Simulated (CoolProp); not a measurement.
A closed Brayton cycle with dry air: compressor inlet 333.15 K and 2.2 MPa, high pressure 6.9 MPa, turbine inlet 790 K, compressor efficiency 0.8, turbine efficiency 0.9, recuperator effectiveness 0.9 (on enthalpy, no pinch check). Each further row changes one setting.

Values from CoolProp's reference Helmholtz-energy equation of state, Lemmon 2000. It is a pseudo-pure fit of the blend.

```json
[
 {"case": "as stated", "thermal efficiency (%)": "18.8", "net work (kJ/kg)": "40.8", "compressor to turbine work": "0.80", "compressor exit (K)": "493.3", "turbine exit (K)": "602.2"},
 {"case": "turbine inlet 740 K", "thermal efficiency (%)": "13.8", "net work (kJ/kg)": "___", "compressor to turbine work": "___", "compressor exit (K)": "493.3", "turbine exit (K)": "___"},
 {"case": "compressor inlet 343.15 K", "thermal efficiency (%)": "16.6", "net work (kJ/kg)": "___", "compressor to turbine work": "0.82", "compressor exit (K)": "507.8", "turbine exit (K)": "602.2"},
 {"case": "high pressure 5.87 MPa", "thermal efficiency (%)": "21.3", "net work (kJ/kg)": "42.1", "compressor to turbine work": "___", "compressor exit (K)": "___", "turbine exit (K)": "625.9"},
 {"case": "recuperator effectiveness 0.5", "thermal efficiency (%)": "15.5", "net work (kJ/kg)": "40.8", "compressor to turbine work": "0.80", "compressor exit (K)": "493.3", "turbine exit (K)": "602.2"}
]
```

### Question
Some entries are withheld; supply them.

### Answer

- turbine inlet 740 K, net work (kJ/kg): 27.6
- turbine inlet 740 K, compressor to turbine work: 0.86
- turbine inlet 740 K, turbine exit (K): 562.5
- compressor inlet 343.15 K, net work (kJ/kg): 35.8
- high pressure 5.87 MPa, compressor to turbine work: 0.76
- high pressure 5.87 MPa, compressor exit (K): 467.5
